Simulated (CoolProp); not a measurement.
n-heptane along the isobar 9.7 MPa: fugacity coefficient from the reference equation and from simpler models built on Tc = 541.2 K, pc = 2.774 MPa, ω = 0.349; each cubic takes its own stable root.

The numbers come from the reference Helmholtz-energy equation of state, Span 2003 in CoolProp. It is a short technical equation, of lower accuracy than the large ones.

| T (K) | phase | reference |
|---|---|---|
| 472.9 | liquid | 0.1234 |
| 487 | liquid | 0.1491 |
| 501.1 | liquid | 0.1773 |
| 515.3 | liquid | 0.2079 |
| 529.4 | liquid | 0.2403 |
| 543.5 | supercritical | 0.2743 |
| 557.6 | supercritical | 0.3095 |
| 571.8 | supercritical | 0.3458 |
| 585.9 | supercritical | 0.3822 |
| 600 | supercritical | 0.4187 |

How far does each simpler model (van der Waals, Soave-Redlich-Kwong) lie from the reference over these 10 states: mean and median of the absolute difference, and the worst?


- van der Waals: mean 36.6 %, median 30.0 %, worst +90.1 % at 472.9 K and 9.7 MPa
- Soave-Redlich-Kwong: mean 9.8 %, median 9.9 %, worst +10.1 % at 543.5 K and 9.7 MPa
